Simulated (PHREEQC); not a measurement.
# Cooling-tower water (model solution)

Model water analysis in mg/L, 25 °C, pH 6.36, pe 10.9:

```json
[
 {"constituent": "Na", "mg/L": "314"},
 {"constituent": "K", "mg/L": "42.3"},
 {"constituent": "Ca", "mg/L": "97.7"},
 {"constituent": "Mg", "mg/L": "91.8"},
 {"constituent": "Cl", "mg/L": "492"},
 {"constituent": "S(6) as SO4", "mg/L": "258"},
 {"constituent": "Alkalinity as HCO3", "mg/L": "158"},
 {"constituent": "Zn", "mg/L": "21.5"}
]
```

Valence states are taken as typed.

All values are PHREEQC results (ion-association model, phreeqc.dat), not measurements.

No solid was allowed to form.

Q: Estimate the ionic strength.

A: ionic strength 0.0310 mol/kgw.

Q: In which forms is Mg present?

A: Mg+2 87 %, MgSO4 11 %, MgHCO3+ 1.4 % of the Mg.

The database's zinc carbonate complexes are estimates, stronger than later reviews accept.
